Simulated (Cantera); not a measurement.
A Cantera script and what it prints.

```python
import numpy as np
import cantera as ct

gas_names = """
    N NO NO2 NO3 N2 N2O O O2 O3 Si SiN SiO SiO2 Si2 Si2N Si3
""".split()
cond_names = """
    Si(cr) Si(L) SiO2(Lqz) SiO2(hqz) SiO2(L) Si2N2O(s) Si3N4(a)
""".split()


# ... load() reads the species with a 1 bar reference pressure and builds the phases ...
atoms = {
    'Si': {'Si': 1},
    'N2O': {'N': 2, 'O': 1},
    'N2': {'N': 2},
}
top_T = {'Si2N2O(s)': 2100, 'Si3N4(a)': 2400}  # K; cautious upper limits of use, not melting points


# ... equilibrate(T, P, feed) seeds the gas with the atoms and calls Mixture.equilibrate('TP', solver="vcs", rtol=1e-11, max_steps=5000) ...
results = []
feed = {'Si': 1, 'N2O': 0.027, 'N2': 210}  # mol
T = 1773  # K
P = 3.3  # Pa
mix = equilibrate(T, P, feed)
results.append((T, P, feed, dict(zip(mix.species_names, mix.species_moles))))
x = sorted(zip(gas.X, gas.species_names), reverse=True)
print(f"T = {T:g} K  P = {P:g} Pa  gas = {mix.phase_moles(0):.4g} mol")
print("   x: " + "  ".join(f"{s} {v:.3e}" for v, s in x if v > 1e-05))
print("   condensed (mol): " + ("  ".join(f"{mix.phase(i).name} {mix.phase_moles(i):.4g}"
      for i in range(1, mix.n_phases) if mix.phase_moles(i) > 1e-12) or "none"))
```

Output:

```
T = 1773 K  P = 3.3 Pa  gas = 211 mol
   x: N2 9.953e-01  Si 4.591e-03  SiO 1.279e-04  SiN 1.264e-05
   condensed (mol): none
```

Cantera equilibrium calculation (NASA polynomials, part measured and part estimated; ideal gas, pure solids and liquids). The tables' values for SiN are old estimates; treat these amounts as uncertain.
